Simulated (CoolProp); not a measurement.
Vapour-liquid equilibrium of 1-butene (1) + n-butane (2) at 239 K; x and y are mole fractions of (1).

The numbers come from the multi-fluid Helmholtz-energy mixture model, Lemmon 2005 and Bücker 2006; pair parameters Bell 2016 in CoolProp.

```tsv
x	bubble pressure, mixture model (MPa)	bubble pressure, Raoult's law (MPa)	y, mixture model	y, Raoult's law
0.05	___	0.02322	___	0.064
0.125	0.02380	0.02372	0.158	0.156
0.2	___	0.02421	0.248	0.244
0.275	___	0.02471	___	0.329
0.35	0.02548	0.02521	0.416	0.410
0.425	0.02603	0.02571	0.493	0.488
0.5	0.02656	0.02621	0.566	0.563
0.575	0.02708	0.02671	0.637	0.636
0.65	0.02757	0.02721	0.704	0.706
0.725	0.02805	0.02771	0.769	0.773
0.8	0.02849	0.02821	0.833	0.838
0.875	___	0.02871	0.895	0.900
0.95	0.02930	0.02920	0.958	0.961
```

Some entries are withheld; supply them.


- 0.05, bubble pressure, mixture model (MPa): 0.02324
- 0.05, y, mixture model: 0.065
- 0.2, bubble pressure, mixture model (MPa): 0.02436
- 0.275, bubble pressure, mixture model (MPa): 0.02492
- 0.275, y, mixture model: 0.334
- 0.875, bubble pressure, mixture model (MPa): 0.02891

The largest gap from Raoult's law is +1.4 % in bubble pressure, at x = 0.575. No azeotrope shows between x = 0.05 and 0.95.

Pair parameters are fitted to limited data, so mixtures are less certain than the pure fluids.
